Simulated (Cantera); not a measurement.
An adiabatic, constant-pressure homogeneous reactor starts with CH4 : O2 : N2 = 1 : 1.54 : 7.54 (molar parts), at 1550 K and 750 Torr. Integrator tolerance rtol = 1e-08.

Detailed kinetics in Cantera: GRI-Mech 3.0 (53 species, 325 reactions).

```csv
quantity,before,after
time of steepest temperature rise,0.995 ms,0.933 ms
temperature at 2.00 s,2675 K,2853 K
equilibrium temperature,2675 K,2853 K
x(CH4) at 2.00 s,<1e-12 (gas-phase equilibrium <1e-12),<1e-12 (gas-phase equilibrium <1e-12)
x(O2) at 2.00 s,0.00258 (gas-phase equilibrium 0.00258),0.00417 (gas-phase equilibrium 0.00417)
x(N2O) at 2.00 s,1.69e-7 (gas-phase equilibrium 1.69e-7),3.90e-7 (gas-phase equilibrium 3.90e-7)
x(O) at 2.00 s,0.00165 (gas-phase equilibrium 0.00165),0.00308 (gas-phase equilibrium 0.00308)
x(NO) at 2.00 s,0.00321 (gas-phase equilibrium 0.00321),0.00526 (gas-phase equilibrium 0.00526)
```

**Question.** Name the change that produced these shifts.
A. N2 7.54 to 21 parts
B. CH4 1 to 2.8 parts
C. pressure from 750 Torr to 3080 Torr
D. constant volume in place of constant pressure

**Answer.** D, constant volume in place of constant pressure
